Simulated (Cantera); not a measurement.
## Thermodynamics of roasting and sulfation, feed MgCO3 + SO3 + O2

Charge: 1 mol MgCO3, 0.17 mol SO3, 2.4 mol O2, equilibrated at 31.0 mbar.

These are equilibrium values from Cantera (NASA tables, ideal gas, pure condensed phases), not measurements of a reactor. Candidate condensed phases: C, Mg, MgCO3, MgO, MgS, MgSO4, S; 26 gas species. Mutual solubility and eutectic melting of coexisting phases are not modelled. Rates play no part.

From 850 K to 1050 K the condensed part is MgO(s) + MgSO4(s). From 1150 K to 1750 K the condensed part is MgO(s).

```json
[
 {"T (K)": "850", "x O2": "0.706", "x CO2": "0.294", "x SO2": "2.05e-7", "x SO3": "4.38e-7", "x O": "3.54e-12", "x CO": "<1e-12", "x SO": "<1e-12", "n MgO(s)": "0.830", "n MgSO4(s)": "0.170"},
 {"T (K)": "950", "x O2": "0.706", "x CO2": "0.294", "x SO2": "5.70e-5", "x SO3": "2.83e-5", "x O": "1.52e-10", "x CO": "2.02e-11", "x SO": "<1e-12", "n MgO(s)": "0.830", "n MgSO4(s)": "0.170"},
 {"T (K)": "1050", "x O2": "0.702", "x CO2": "0.292", "x SO2": "0.00527", "x SO3": "0.000803", "x O": "3.18e-9", "x CO": "6.07e-10", "x SO": "<1e-12", "n MgO(s)": "0.851", "n MgSO4(s)": "0.149"},
 {"T (K)": "1150", "x O2": "0.679", "x CO2": "0.274", "x SO2": "0.0441", "x SO3": "0.00251", "x O": "3.89e-8", "x CO": "9.64e-9", "x SO": "6.69e-11", "n MgO(s)": "1.00", "n MgSO4(s)": "0"},
 {"T (K)": "1250", "x O2": "0.680", "x CO2": "0.274", "x SO2": "0.0454", "x SO3": "0.00115", "x O": "3.24e-7", "x CO": "1.02e-7", "x SO": "8.65e-10", "n MgO(s)": "1.00", "n MgSO4(s)": "0"},
 {"T (K)": "1350", "x O2": "0.680", "x CO2": "0.274", "x SO2": "0.0459", "x SO3": "0.000585", "x O": "1.98e-6", "x CO": "7.56e-7", "x SO": "7.54e-9", "n MgO(s)": "1.00", "n MgSO4(s)": "0"},
 {"T (K)": "1450", "x O2": "0.680", "x CO2": "0.274", "x SO2": "0.0462", "x SO3": "0.000326", "x O": "9.40e-6", "x CO": "4.25e-6", "x SO": "4.85e-8", "n MgO(s)": "1.00", "n MgSO4(s)": "0"},
 {"T (K)": "1550", "x O2": "0.680", "x CO2": "0.274", "x SO2": "0.0463", "x SO3": "0.000196", "x O": "3.67e-5", "x CO": "1.90e-5", "x SO": "2.45e-7", "n MgO(s)": "1.00", "n MgSO4(s)": "0"},
 {"T (K)": "1650", "x O2": "0.680", "x CO2": "0.274", "x SO2": "0.0464", "x SO3": "0.000126", "x O": "0.000121", "x CO": "7.11e-5", "x SO": "1.01e-6", "n MgO(s)": "1.00", "n MgSO4(s)": "0"},
 {"T (K)": "1750", "x O2": "0.680", "x CO2": "0.273", "x SO2": "0.0464", "x SO3": "8.48e-5", "x O": "0.000350", "x CO": "0.000227", "x SO": "3.56e-6", "n MgO(s)": "1.00", "n MgSO4(s)": "0"}
]
```
x: gas mole fraction; n: condensed amount in mol.
